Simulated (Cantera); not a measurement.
What does this Cantera script print?

```python
import numpy as np
import cantera as ct

gas_names = """
    N NO NO2 NO3 N2 N2O O O2 O3 S SN SO SO2 SO3 S2 S2O S8
""".split()
cond_names = """
    S(cr1) S(cr2) S(L)
""".split()


# ... load() reads the species with a 1 bar reference pressure and builds the phases ...
atoms = {
    'SO2': {'S': 1, 'O': 2},
    'N2': {'N': 2},
}
top_T = {}  # K; cautious upper limits of use, not melting points


# ... equilibrate(T, P, feed) seeds the gas with the atoms and calls Mixture.equilibrate('TP', solver="vcs", rtol=1e-11, max_steps=5000) ...
results = []
feed = {'SO2': 1, 'N2': 30}  # mol
T = 3350  # K
for P in [10, 52, 280, 1400, 7600, 40000, 210000, 1100000, 5700000, 30000000]:
    mix = equilibrate(T, P, feed)
    results.append((T, P, feed, dict(zip(mix.species_names, mix.species_moles))))
    x = sorted(zip(gas.X, gas.species_names), reverse=True)
    print(f"T = {T:g} K  P = {P:g} Pa  gas = {mix.phase_moles(0):.4g} mol")
    print("   x: " + "  ".join(f"{s} {v:.3e}" for v, s in x if v > 0.0001))
    print("   condensed (mol): " + ("  ".join(f"{mix.phase(i).name} {mix.phase_moles(i):.4g}"
          for i in range(1, mix.n_phases) if mix.phase_moles(i) > 1e-12) or "none"))
```

It prints:

```
T = 3350 K  P = 10 Pa  gas = 33.16 mol
   x: N2 8.996e-01  O 6.000e-02  S 3.014e-02  N 9.985e-03  NO 2.941e-04
   condensed (mol): none
T = 3350 K  P = 52 Pa  gas = 33.06 mol
   x: N2 9.049e-01  O 5.973e-02  S 3.018e-02  N 4.392e-03  NO 6.697e-04
   condensed (mol): none
T = 3350 K  P = 280 Pa  gas = 32.99 mol
   x: N2 9.076e-01  O 5.857e-02  S 2.994e-02  N 1.895e-03  NO 1.526e-03  SO 3.524e-04
   condensed (mol): none
T = 3350 K  P = 1400 Pa  gas = 32.89 mol
   x: N2 9.100e-01  O 5.518e-02  S 2.871e-02  NO 3.220e-03  SO 1.592e-03  N 8.487e-04  O2 3.868e-04
   condensed (mol): none
T = 3350 K  P = 7600 Pa  gas = 32.64 mol
   x: N2 9.158e-01  O 4.562e-02  S 2.410e-02  NO 6.221e-03  SO 5.998e-03  O2 1.435e-03  N 3.654e-04  SO2 2.832e-04  S2 1.100e-04
   condensed (mol): none
T = 3350 K  P = 40000 Pa  gas = 32.19 mol
   x: N2 9.272e-01  O 2.940e-02  S 1.542e-02  SO 1.302e-02  NO 9.256e-03  O2 3.138e-03  SO2 2.085e-03  S2 2.371e-04  N 1.603e-04
   condensed (mol): none
T = 3350 K  P = 210000 Pa  gas = 31.74 mol
   x: N2 9.398e-01  SO 1.646e-02  O 1.446e-02  NO 1.050e-02  S 7.554e-03  SO2 6.806e-03  O2 3.982e-03  S2 2.987e-04
   condensed (mol): none
T = 3350 K  P = 1.1e+06 Pa  gas = 31.44 mol
   x: N2 9.493e-01  SO 1.486e-02  SO2 1.308e-02  NO 9.811e-03  O 5.874e-03  O2 3.443e-03  S 3.205e-03  S2 2.816e-04
   condensed (mol): none
T = 3350 K  P = 5.7e+06 Pa  gas = 31.26 mol
   x: N2 9.556e-01  SO2 1.879e-02  SO 1.131e-02  NO 8.162e-03  O2 2.367e-03  O 2.140e-03  S 1.292e-03  S2 2.373e-04
   condensed (mol): none
T = 3350 K  P = 3e+07 Pa  gas = 31.16 mol
   x: N2 9.597e-01  SO2 2.318e-02  SO 7.877e-03  NO 6.319e-03  O2 1.413e-03  O 7.205e-04  S 5.076e-04  S2 1.927e-04
   condensed (mol): none
```

Equilibrium computed with Cantera from the NASA thermochemical tables; the gas is ideal and each condensed phase is pure. The ideal-gas law is rough above about 30 bar.
